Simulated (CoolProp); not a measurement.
Vapour-liquid equilibrium of CH2F2 (R32) (1) + R143a (2) at 2.73 bar; x and y are mole fractions of (1).

Computed with CoolProp (multi-fluid Helmholtz-energy mixture model, Tillner-Roth 1997 and Lemmon and Jacobsen 2000; pair parameters Bell 2016).

### Question
Give the bubble temperature and the first vapour's composition at x = 0.275, 0.35, 0.8. Is there an azeotrope?

### Answer
x = 0.275: -27.9 °C, y = 0.357; x = 0.35: -28.6 °C, y = 0.430; x = 0.8: -30.5 °C, y = 0.801. y crosses x between x = 0.8 and 0.875: the model has an azeotrope there.

The pair parameters rest on a limited set of measurements; away from them the model extrapolates.
